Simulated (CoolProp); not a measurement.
A Linde-Hampson liquefier for nitrogen: isothermal reversible compression at 300 K from 1 atm to 20 MPa, throttling to 1 atm, return gas leaving the recuperator 0 K below the feed. Each further row changes one setting.

Computed with CoolProp (reference Helmholtz-energy equation of state, Span 2000).

| case | liquid yield per pass | compression work (kJ/kg of gas) |
|---|---|---|
| as stated | 0.074 | 472 |
| high pressure 40 MPa | 0.092 | 542 |
| warm-end temperature 330 K | 0.054 | 522 |
| warm-end gap 5 K | 0.063 | 472 |
